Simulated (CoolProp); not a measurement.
Vapour-liquid equilibrium of ethylene (1) + carbon dioxide (2) at 227.8 K; x and y are mole fractions of (1).

Values from CoolProp's multi-fluid Helmholtz-energy mixture model, Smukala 2000 and Span 1996; pair parameters Bell 2016.

```json
[
 {"x": "0.05", "bubble pressure (kPa)": "897.9", "y at the bubble point": "0.119", "dew pressure at overall composition x (kPa)": "851.9", "liquid density (mol/L)": "25.17"},
 {"x": "0.2", "bubble pressure (kPa)": "1054", "y at the bubble point": "0.333", "dew pressure at overall composition x (kPa)": "955.0", "liquid density (mol/L)": "23.32"},
 {"x": "0.35", "bubble pressure (kPa)": "(withheld)", "y at the bubble point": "0.463", "dew pressure at overall composition x (kPa)": "1067", "liquid density (mol/L)": "21.70"},
 {"x": "0.5", "bubble pressure (kPa)": "(withheld)", "y at the bubble point": "0.572", "dew pressure at overall composition x (kPa)": "1168", "liquid density (mol/L)": "20.29"},
 {"x": "0.65", "bubble pressure (kPa)": "1239", "y at the bubble point": "0.680", "dew pressure at overall composition x (kPa)": "1232", "liquid density (mol/L)": "(withheld)"},
 {"x": "0.8", "bubble pressure (kPa)": "1253", "y at the bubble point": "0.801", "dew pressure at overall composition x (kPa)": "1253", "liquid density (mol/L)": "(withheld)"},
 {"x": "0.95", "bubble pressure (kPa)": "1242", "y at the bubble point": "0.945", "dew pressure at overall composition x (kPa)": "1241", "liquid density (mol/L)": "17.10"}
]
```

**Question.** Some entries are withheld; supply them.

**Answer.** 
- 0.35, bubble pressure (kPa): 1146
- 0.5, bubble pressure (kPa): 1204
- 0.65, liquid density (mol/L): 19.07
- 0.8, liquid density (mol/L): 18.01

y crosses x between x = 0.8 and 0.95: the model has an azeotrope there.

The pair parameters rest on a limited set of measurements; away from them the model extrapolates.
